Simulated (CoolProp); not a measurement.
Properties of CH2F2 (R32) along the isobar 427 kPa (Tc = 351.3 K, pc = 5783 kPa, ω = 0.277).

Model: reference Helmholtz-energy equation of state, Tillner-Roth 1997, in CoolProp.

| T (K) | phase | Z | expansivity (1/kK) | conductivity (mW/(m K)) | fugacity coefficient |
|---|---|---|---|---|---|
| 311.2 | gas | 0.9543 | 3.796 | 15.0 | 0.9560 |
| 328.9 | gas | 0.9629 | 3.476 | 16.5 | 0.9640 |
| 346.6 | gas | 0.9694 | 3.220 | 18.1 | 0.9701 |
| 364.3 | gas | 0.9745 | 3.008 | 19.7 | 0.9750 |
| 381.9 | gas | 0.9786 | 2.829 | 21.4 | 0.9789 |
| 399.6 | gas | 0.9819 | 2.674 | 23.2 | 0.9821 |
| 417.3 | gas | 0.9846 | 2.538 | 25.1 | 0.9847 |
| 435 | gas | 0.9868 | 2.416 | 27.1 | 0.9870 |

Thermal conductivity comes from a separate model (Huber 2003), an estimate that may be off by 10 % or more.
